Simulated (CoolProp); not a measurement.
Aqueous ethanol as a coolant, 18 % by mass, freezing at -9.5 °C, 1 atm.

Values from CoolProp's Melinder's fits for secondary coolants.

| T (°C) | density (kg/m³) | cp (kJ/(kg K)) | conductivity (W/(m K)) | Prandtl number |
|---|---|---|---|---|
| -2.4 | 978.0 | 4.399 | 0.456 | 53.6 |
| 4.7 | 976.5 | 4.379 | 0.463 | 36.3 |
| 11.8 | 974.5 | 4.358 | 0.470 | 25.9 |
| 19 | 971.9 | 4.338 | 0.477 | 19.2 |
| 26.1 | 969.0 | 4.323 | 0.484 | 14.9 |
| 33.2 | 965.6 | 4.315 | 0.491 | 11.8 |
